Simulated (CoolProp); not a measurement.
Saturated liquid density (kg/m³) of octamethylcyclotetrasiloxane (D4): the reference equation beside estimates from Tc = 313.4 °C, pc = 1.347 MPa, ω = 0.598. Rackett uses Z = 0.29056 − 0.08775 ω.

Computed with CoolProp (reference Helmholtz-energy equation of state, Thol 2015).

```json
[
 {"T (°C)": "99.55", "reference": "863.7", "Rackett": "1009", "van der Waals": "492.6", "Peng-Robinson": "879.3"},
 {"T (°C)": "104.85", "reference": "857.3", "Rackett": "1001", "van der Waals": "489.3", "Peng-Robinson": "873.9"},
 {"T (°C)": "110.15", "reference": "850.8", "Rackett": "993.7", "van der Waals": "485.9", "Peng-Robinson": "868.4"},
 {"T (°C)": "115.45", "reference": "844.3", "Rackett": "985.8", "van der Waals": "482.5", "Peng-Robinson": "862.8"},
 {"T (°C)": "120.75", "reference": "837.7", "Rackett": "977.8", "van der Waals": "479.0", "Peng-Robinson": "857.0"},
 {"T (°C)": "126.05", "reference": "831.1", "Rackett": "969.7", "van der Waals": "475.5", "Peng-Robinson": "851.0"},
 {"T (°C)": "131.35", "reference": "824.4", "Rackett": "961.6", "van der Waals": "(withheld)", "Peng-Robinson": "844.8"},
 {"T (°C)": "136.65", "reference": "817.6", "Rackett": "953.3", "van der Waals": "468.3", "Peng-Robinson": "838.4"},
 {"T (°C)": "141.95", "reference": "810.8", "Rackett": "944.9", "van der Waals": "464.6", "Peng-Robinson": "831.9"},
 {"T (°C)": "147.25", "reference": "803.9", "Rackett": "936.4", "van der Waals": "460.8", "Peng-Robinson": "825.1"},
 {"T (°C)": "152.55", "reference": "797.0", "Rackett": "927.8", "van der Waals": "456.9", "Peng-Robinson": "818.1"},
 {"T (°C)": "157.85", "reference": "(withheld)", "Rackett": "(withheld)", "van der Waals": "453.0", "Peng-Robinson": "810.9"},
 {"T (°C)": "163.15", "reference": "782.8", "Rackett": "910.2", "van der Waals": "449.0", "Peng-Robinson": "803.5"},
 {"T (°C)": "168.45", "reference": "775.5", "Rackett": "901.2", "van der Waals": "445.0", "Peng-Robinson": "795.8"}
]
```

Q: Complete the blanks.

A: 
- 131.35, van der Waals: 471.9
- 157.85, reference: 789.9
- 157.85, Rackett: 919.1

Absolute difference from the reference over all 14 rows, mean and median: Rackett 16.6 and 16.6 %, van der Waals 42.8 and 42.7 %, Peng-Robinson 2.4 and 2.5 %.
